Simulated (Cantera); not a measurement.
A closed system holds: 1 mol PbO, 3.1 mol C, 4.4 mol H2, equilibrated at 2175 K and 13.0 mbar.

Method: chemical equilibrium by Gibbs-energy minimisation in Cantera with the NASA 1993 tables (ideal gas, pure condensed phases). The numbers say what is thermodynamically allowed, not how fast it happens.

```
species            before    after
----------------  -------  -------
H2                  0.657    0.617
CO                  0.154    0.150
Pb                  0.154    0.150
H                  0.0347   0.0818
C2H2 (acetylene)  0.00147  0.00138
C(graphite), mol     2.08     2.08
```
Gas species are given as mole fractions.

Problem. Name the change that produced these shifts.
A) pressure from 13.0 mbar to 0.340 bar
B) H2 from 4.4 to 0.11 mol
C) pressure from 13.0 mbar to 2.20 mbar
D) C from 3.1 to 0.4 mol

Solution. C, pressure from 13.0 mbar to 2.20 mbar
